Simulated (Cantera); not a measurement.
Feed: 1 mol SiC, 0.043 mol N2O, 220 mol N2, equilibrated at 1173.15 K and 1.00 bar.

Cantera equilibrium calculation (NASA polynomials, part measured and part estimated; ideal gas, pure solids and liquids). Candidate condensed phases: C, Si, SiC, SiO2, Si2N2O, Si3N4; 34 gas species. Mutual solubility and eutectic melting of coexisting phases are not modelled. Equilibrium is a limit: real reactors are often held back by kinetics, nucleation or transport.

Base state: N2 1.00 (mole fractions); condensed: C(graphite) + Si2N2O(s) + Si3N4(s).

Question: What changes in the equilibrium state with this change: SiC replaced by Si3N4?

Answer: 
```tsv
species	before	after
N2	1.00	1.00
C(graphite), mol	1.000	0
Si2N2O(s), mol	0.0430	0.0430
Si3N4(s), mol	0.305	0.971
```
